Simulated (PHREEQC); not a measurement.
0.5 mol of Gypsum (CaSO4:2H2O) is brought to equilibrium with 1 kg of water, with rising amounts of KH2PO4, at 25 °C. Oxygen is held at 0.21 atm. CO2 from the air is kept out. Solids allowed: Gypsum, Hydroxyapatite. Others were left out.

Equilibrium calculation in PHREEQC: ion-association model, phreeqc.dat.

Q: Predict pH, dissolved Ca (mol/kgw), dissolved S (mol/kgw) at KH2PO4 added (mol) = 0, 0.0333, 0.0417, 0.0833.

A: 
| KH2PO4 added (mol) | pH | dissolved Ca (mol/kgw) | dissolved S (mol/kgw) |
|---|---|---|---|
| 0 | 7.06 | 0.0151 | 0.0151 |
| 0.0333 | 4.43 | 0.0199 | 0.0199 |
| 0.0417 | 4.41 | 0.0210 | 0.0210 |
| 0.0833 | 4.36 | 0.0258 | 0.0258 |
